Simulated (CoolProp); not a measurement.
Computed with CoolProp (reference Helmholtz-energy equation of state, Lemmon 2005). It is a short technical equation, of lower accuracy than the large ones.

Question: For trans-2-butene, give the phase and the density (kg/m³), cp (kJ/(kg K)), isothermal compressibility (1/MPa), fugacity coefficient at 427.3 K and 17.1 MPa; 451.7 K and 17.1 MPa.

Answer: 
- 427.3 K and 17.1 MPa: liquid; density 479, cp 2.81, isothermal compressibility 0.00827, fugacity coefficient 0.245
- 451.7 K and 17.1 MPa: supercritical; density 446, cp 2.93, isothermal compressibility 0.0116, fugacity coefficient 0.311
